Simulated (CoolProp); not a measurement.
Vapour-liquid equilibrium of R1234ze(E) (1) + R227EA (2) at 0.000369 MPa; x and y are mole fractions of (1).

Values from CoolProp's multi-fluid Helmholtz-energy mixture model, Thol 2016 and Lemmon 2016; pair parameters Bell 2023.

Task: Give the bubble temperature and the first vapour's composition at x = 0.35, 0.65, 0.95. Is there an azeotrope?

Result: x = 0.35: -98.7 °C, y = 0.412; x = 0.65: -99.4 °C, y = 0.699; x = 0.95: -99.8 °C, y = 0.957. No azeotrope shows between x = 0.05 and 0.95.

Pair parameters are fitted to limited data, so mixtures are less certain than the pure fluids.
